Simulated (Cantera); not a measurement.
An adiabatic, constant-volume homogeneous reactor starts with 8.85 % CH₄, 0.682 % CO, 19.0 % O₂, 71.4 % N₂, equivalence ratio 0.95, at 1248 K and 760 Torr.

Cantera simulation using GRI-Mech 3.0 (53 species, 325 reactions); the numbers are that mechanism's predictions, not measurements.

x: mole fraction; the columns are a selection and need not sum to one.

```json
[
 {"t (s)": "1.00e-6", "T (K)": "1248", "P (bar)": "1.01", "x CH₄": "0.0885", "x CO": "0.00682", "x O₂": "0.190", "x H": "2.89e-11", "x N₂O": "<1e-12", "x CH₂": "<1e-12", "x H₂O": "3.32e-11"},
 {"t (s)": "4.06e-6", "T (K)": "1248", "P (bar)": "1.01", "x CH₄": "0.0885", "x CO": "0.00682", "x O₂": "0.190", "x H": "4.28e-11", "x N₂O": "<1e-12", "x CH₂": "<1e-12", "x H₂O": "4.89e-10"},
 {"t (s)": "1.65e-5", "T (K)": "1248", "P (bar)": "1.01", "x CH₄": "0.0885", "x CO": "0.00682", "x O₂": "0.190", "x H": "5.13e-11", "x N₂O": "<1e-12", "x CH₂": "<1e-12", "x H₂O": "3.23e-9"},
 {"t (s)": "6.69e-5", "T (K)": "1248", "P (bar)": "1.01", "x CH₄": "0.0885", "x CO": "0.00682", "x O₂": "0.190", "x H": "8.87e-11", "x N₂O": "<1e-12", "x CH₂": "<1e-12", "x H₂O": "2.45e-8"},
 {"t (s)": "0.000272", "T (K)": "1248", "P (bar)": "1.01", "x CH₄": "0.0885", "x CO": "0.00682", "x O₂": "0.190", "x H": "3.24e-10", "x N₂O": "1.09e-12", "x CH₂": "<1e-12", "x H₂O": "3.40e-7"},
 {"t (s)": "0.00110", "T (K)": "1248", "P (bar)": "1.01", "x CH₄": "0.0885", "x CO": "0.00682", "x O₂": "0.190", "x H": "?", "x N₂O": "1.13e-11", "x CH₂": "<1e-12", "x H₂O": "7.58e-6"},
 {"t (s)": "0.00448", "T (K)": "1249", "P (bar)": "1.01", "x CH₄": "0.0883", "x CO": "0.00682", "x O₂": "0.190", "x H": "?", "x N₂O": "8.22e-11", "x CH₂": "4.71e-12", "x H₂O": "0.000122"},
 {"t (s)": "0.0182", "T (K)": "1272", "P (bar)": "1.03", "x CH₄": "0.0850", "x CO": "0.00752", "x O₂": "0.188", "x H": "?", "x N₂O": "1.81e-9", "x CH₂": "1.72e-10", "x H₂O": "0.00290"},
 {"t (s)": "0.0739", "T (K)": "2818", "P (bar)": "2.37", "x CH₄": "<1e-12", "x CO": "0.0377", "x O₂": "0.0235", "x H": "0.00680", "x N₂O": "9.48e-7", "x CH₂": "<1e-12", "x H₂O": "0.143"},
 {"t (s)": "0.300", "T (K)": "2818", "P (bar)": "2.37", "x CH₄": "<1e-12", "x CO": "0.0377", "x O₂": "0.0235", "x H": "0.00680", "x N₂O": "9.48e-7", "x CH₂": "<1e-12", "x H₂O": "0.143"}
]
```

What belongs in the gaps?


- 0.00110, x H: 2.47e-9
- 0.00448, x H: 9.74e-9
- 0.0182, x H: 2.09e-7
